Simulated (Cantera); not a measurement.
**Fe₂O₃ + H₂ (hydrogen reduction and annealing atmospheres)**

A closed system holds: 1 mol Fe₂O₃, 5.8 mol H₂, held at 1200 Pa.

Cantera equilibrium calculation (NASA polynomials, part measured and part estimated; ideal gas, pure solids and liquids). Candidate condensed phases: Fe, FeO, Fe(OH)₂, Fe(OH)₃, Fe₂O₃, Fe₃O₄, H₂O; 12 gas species. Mutual solubility and eutectic melting of coexisting phases are not modelled. The tables' stoichiometric FeO is somewhat more stable than real wüstite, so its field is too wide. FeO: taken at fixed stoichiometry. Equilibrium is a limit: real reactors are often held back by kinetics, nucleation or transport.

```tsv
T (°C)	log p H₂	log p H₂O	log p H	log p Fe	log p OH	log p Fe(OH)₂	log p FeO	log p O	n Fe(α)	n FeO(s)	n Fe(γ)	n Fe(δ)	n FeO(l)
852	-2.01	-2.64	-8.36	-11.47	-11.26	-9.53	<-13	<-13	0.118	1.88	0	0	0
902	-2.02	-2.60	-7.92	-10.68	-10.66	-9.14	<-13	<-13	0.212	1.79	0	0	0
952	-2.03	-2.57	-7.52	-9.95	-10.10	-8.78	-13.51	<-13	0	1.70	0.304	0	0
1002	-2.04	-2.54	-7.15	-9.28	-9.59	-8.45	-12.67	<-13	0	1.61	0.391	0	0
1052	-2.05	-2.52	-6.81	-8.66	-9.11	-8.15	-11.90	-13.90	0	1.53	0.471	0	0
1102	-2.06	-2.49	-6.49	-8.09	-8.68	-7.87	-11.18	-13.15	0	1.45	0.547	0	0
1152	-2.06	-2.48	-6.20	-7.55	-8.27	-7.61	-10.51	-12.45	0	1.38	0.616	0	0
1202	-2.07	-2.46	-5.92	-7.06	-7.89	-7.37	-9.89	-11.80	0	1.32	0.681	0	0
1252	-2.08	-2.44	-5.66	-6.60	-7.54	-7.15	-9.32	-11.19	0	1.26	0.740	0	0
1302	-2.08	-2.43	-5.42	-6.17	-7.21	-6.94	-8.78	-10.63	0	1.20	0.795	0	0
1352	-2.09	-2.42	-5.20	-5.76	-6.90	-6.75	-8.28	-10.09	0	1.15	0.845	0	0
1402	-2.09	-2.42	-4.98	-5.38	-6.62	-6.59	-7.81	-9.60	0	0	0	0.858	1.14
1452	-2.09	-2.42	-4.78	-5.03	-6.37	-6.45	-7.39	-9.15	0	0	0	0.837	1.16
```
log p: log10 of the partial pressure in bar; n: condensed amount in mol.

From 852 °C to 902 °C the condensed part is Fe(α) + FeO(s). From 952 °C to 1352 °C the condensed part is Fe(γ) + FeO(s). From 1402 °C to 1452 °C the condensed part is Fe(δ) + FeO(l). The main Fe-bearing gas is Fe(OH)₂ at 852 °C and Fe at 1452 °C.
